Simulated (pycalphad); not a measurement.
CALPHAD calculation (pycalphad, COST 507 light-alloy database (1999)), 1 atm. No gas phase is included, though pure Mg would boil below 1650 K. The database dates from 1999; later assessments differ in places, in temperatures and in the compounds included. Kinetics are ignored, which matters at the lower temperatures.

Molar enthalpy of Al-11.76Mg-0.97Si (at.%) in equilibrium (SER reference):

```
T (K)  H (kJ/mol)                      phases
-----  ----------  --------------------------
1650        50.70                      LIQUID
1570        48.13                      LIQUID
1490        45.57                      LIQUID
1410        43.01                      LIQUID
1330        40.45                      LIQUID
1250        37.89                      LIQUID
1170        35.33                      LIQUID
1090        32.77                      LIQUID
1010        30.21                      LIQUID
930         27.65                      LIQUID
890         26.39                      LIQUID
850         20.87     LIQUID + FCC_A1 + MG2SI
770         13.05              FCC_A1 + MG2SI
730         11.85              FCC_A1 + MG2SI
690         10.68              FCC_A1 + MG2SI
610          8.30  FCC_A1 + MG2SI + ALMG_BETA
530          5.65  FCC_A1 + ALMG_BETA + MG2SI
450          3.24  FCC_A1 + ALMG_BETA + MG2SI
370          1.00  FCC_A1 + ALMG_BETA + MG2SI
```

Cooling from 890 K to 770 K, across the freezing range, releases 13.3 kJ/mol, or 500 J/g. The slope is 32 J/(mol K) in the liquid and 30 J/(mol K) just below the solidus, where it includes any heat of precipitation. Liquidus 875 K, solidus 789 K. Changes were sought between steps of 40 K, so a narrower field can be missed.

Database names, with the compositions (at.%) that they take in these runs: MG2SI: Mg 67 Si 33; ALMG_BETA: Al 61 Mg 39. FCC_A1 is fcc.
